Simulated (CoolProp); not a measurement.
CHF3 (R23) along the isobar 6.1 MPa: Z from the reference equation and from simpler models built on Tc = 26.1 °C, pc = 4.832 MPa, ω = 0.263; each cubic takes its own stable root.

The numbers come from the reference Helmholtz-energy equation of state, Penoncello 2003 in CoolProp.

| T (°C) | phase | reference | van der Waals | Redlich-Kwong | Soave-Redlich-Kwong |
|---|---|---|---|---|---|
| -112.85 | liquid | 0.2043 | 0.3598 | 0.2454 | 0.2400 |
| -69.65 | liquid | 0.1784 | 0.3083 | 0.2148 | 0.2078 |
| -26.55 | liquid | 0.1687 | 0.2859 | 0.2072 | 0.1991 |
| 16.65 | liquid | 0.1847 | 0.2988 | 0.2376 | 0.2322 |
| 59.85 | supercritical | 0.6189 | 0.5841 | 0.6075 | 0.6509 |
| 103.05 | supercritical | 0.7905 | 0.7522 | 0.7725 | 0.8179 |
| 146.15 | supercritical | 0.8714 | 0.8301 | 0.8510 | 0.8973 |
| 189.35 | supercritical | 0.9191 | 0.8775 | 0.8979 | 0.9436 |
